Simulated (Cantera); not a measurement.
Mixture: C3H8 : O2 : N2 : H2O = 1 : 10 : 67 : 2.7 (molar parts), at 1000000 Pa, adiabatic and at constant volume. Ignition delay is the time to a rise of 400 K.

Cantera simulation using GRI-Mech 3.0 (53 species, 325 reactions); the numbers are that mechanism's predictions, not measurements. GRI-Mech 3.0 was tuned for natural gas; its chemistry of propane as a main component is partial and can be far from experiment.

Task: What does this change do: pressure from 1000000 Pa to 101000 Pa?

Result: 
| quantity | before | after |
|---|---|---|
| delay at 1175 K | 3.18 ms | 13.0 ms |
| delay at 1275 K | 0.552 ms | 1.82 ms |
| delay at 1375 K | 0.120 ms | 0.378 ms |
| delay at 1475 K | 34.0 µs | 0.118 ms |
| delay at 1575 K | 12.6 µs | 57.1 µs |
| apparent activation energy between 1525 and 1625 K | 180 kJ/mol | 100 kJ/mol |
Where the delays flatten at high temperature, the 400 K rule measures the pace of heat release, not the induction time.

Task: What does this change do: pressure from 1000000 Pa to 250000 Pa?

Result: 
```
quantity                                                before       after
--------------------------------------------------  ----------  ----------
delay at 1175 K                                        3.18 ms     8.10 ms
delay at 1275 K                                       0.552 ms     1.19 ms
delay at 1375 K                                       0.120 ms    0.242 ms
delay at 1475 K                                        34.0 µs     70.4 µs
delay at 1575 K                                        12.6 µs     28.5 µs
apparent activation energy between 1525 and 1625 K  180 kJ/mol  150 kJ/mol
```
